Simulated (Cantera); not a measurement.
Charge: 1 mol Si, 2.6 mol HCl, 4 mol N₂, held at 3.40e-5 bar.

Equilibrium computed with Cantera from the NASA thermochemical tables; the gas is ideal and each condensed phase is pure. Candidate condensed phases: NH₄Cl, Si, Si₃N₄; 28 gas species. N₂ is the only nitrogen source here; it is nearly inert below about 1500 K, so the nitride shown seldom forms there in practice. The tables' values for SiCl₃, SiCl, SiN are old estimates; treat these amounts as uncertain. The numbers say what is thermodynamically allowed, not how fast it happens.

x: gas mole fraction; n: condensed amount in mol.

| T (K) | x N₂ | x HCl | x H₂ | x SiCl₂ | x SiCl₄ | x H | n Si₃N₄(s) |
|---|---|---|---|---|---|---|---|
| 1173 | 0.586 | 0.304 | 0.0646 | 0.0233 | 0.0160 | ___ | 0.242 |
| 1223 | 0.586 | 0.275 | 0.0744 | 0.0502 | 0.00707 | ___ | 0.203 |
| 1273 | 0.590 | 0.232 | 0.0914 | 0.0797 | 0.00207 | ___ | 0.152 |
| 1323 | 0.595 | 0.185 | 0.111 | 0.106 | 0.000501 | ___ | 0.101 |
| 1373 | 0.600 | 0.142 | 0.129 | 0.127 | 0.000115 | ___ | 0.0556 |
| 1423 | 0.604 | 0.107 | 0.144 | 0.143 | 2.68e-5 | ___ | 0.0181 |
| 1473 | 0.606 | 0.0903 | 0.151 | 0.150 | 8.34e-6 | ___ | 0 |
| 1523 | 0.605 | 0.0909 | 0.150 | 0.150 | 3.87e-6 | ___ | 0 |
| 1573 | 0.604 | 0.0922 | 0.149 | 0.149 | 1.93e-6 | ___ | 0 |
| 1623 | 0.602 | 0.0952 | 0.146 | 0.146 | 1.04e-6 | ___ | 0 |
| 1673 | 0.598 | 0.101 | 0.140 | 0.141 | 6.15e-7 | ___ | 0 |

Problem. What belongs in the gaps?

Solution. 
- 1173, x H: 5.14e-6
- 1223, x H: 1.41e-5
- 1273, x H: 3.70e-5
- 1323, x H: 9.07e-5
- 1373, x H: 0.000205
- 1423, x H: 0.000433
- 1473, x H: 0.000844
- 1523, x H: 0.00154
- 1573, x H: 0.00269
- 1623, x H: 0.00452
- 1673, x H: 0.00731
